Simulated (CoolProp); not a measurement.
Vapour pressure (MPa) of CH2F2 (R32): the reference equation beside estimates from Tc = 78.1 °C, pc = 5.783 MPa, ω = 0.277. Clausius-Clapeyron is anchored at 20.55 °C with a constant enthalpy of vaporisation of 14.55 kJ/mol.

Computed with CoolProp (reference Helmholtz-energy equation of state, Tillner-Roth 1997).

```csv
T (°C),reference,Lee-Kesler,Clausius-Clapeyron,van der Waals,Redlich-Kwong,Soave-Redlich-Kwong,Peng-Robinson
-4.15,0.7103,0.7189,0.8662,1.806,1.034,0.7201,0.7122
4.05,0.9239,0.9363,1.050,2.081,1.290,0.9396,0.9280
12.35,1.186,1.202,1.262,2.385,1.590,1.210,1.194
20.55,1.497,1.516,1.497,2.711,1.931,1.529,1.509
28.85,1.871,1.892,1.764,3.068,2.324,1.912,1.887
37.05,2.305,2.327,2.056,3.449,2.762,2.356,2.327
45.35,2.818,2.840,2.381,3.862,3.258,2.878,2.847
53.55,3.407,3.427,2.733,4.299,3.802,3.472,3.441
61.85,4.096,4.114,3.121,4.771,4.411,4.159,4.132
```

Absolute difference from the reference over all 9 rows, mean and median: Lee-Kesler 1.0 and 1.1 %, Clausius-Clapeyron 13.1 and 13.6 %, van der Waals 72.8 and 64.0 %, Redlich-Kwong 25.2 and 24.2 %, Soave-Redlich-Kwong 1.9 and 2.0 %, Peng-Robinson 0.8 and 0.9 %.
